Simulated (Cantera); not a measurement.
# Diamond growth

A diamond (100) surface in a fixed gas of H2 with x(CH4) = 0.0073, x(H) = 0.00083, x(CH3) = 0.00037, 21000 Pa; coverages are run to steady state.

Detailed kinetics in Cantera: the Harris–Goodwin 1993 mechanism for the reconstructed diamond (100) surface.

```csv
T (K),growth (µm/h),θ c6HH,θ c6H*,θ c6*H,θ c6**,θ c6HM
925,19.0,0.478,0.00864,0.222,0.00334,0.226
975,25.1,0.471,0.0120,0.264,0.00512,0.186
1025,30.7,0.464,0.0161,0.307,0.00744,0.147
1075,32.9,0.460,0.0210,0.352,0.0104,0.105
1125,28.9,0.461,0.0267,0.399,0.0139,0.0628
1175,20.8,0.458,0.0327,0.440,0.0175,0.0301
1225,13.9,0.449,0.0383,0.467,0.0209,0.0123
1275,10.2,0.438,0.0434,0.483,0.0236,0.00467
1325,8.50,0.428,0.0479,0.491,0.0258,0.00176
1375,7.39,0.423,0.0520,0.493,0.0275,0.000670
```
θ: site fractions in the mechanism's names (c6HH fully hydrogenated, c6H* and c6*H radical sites, c6** diradical, c6HM methylated).
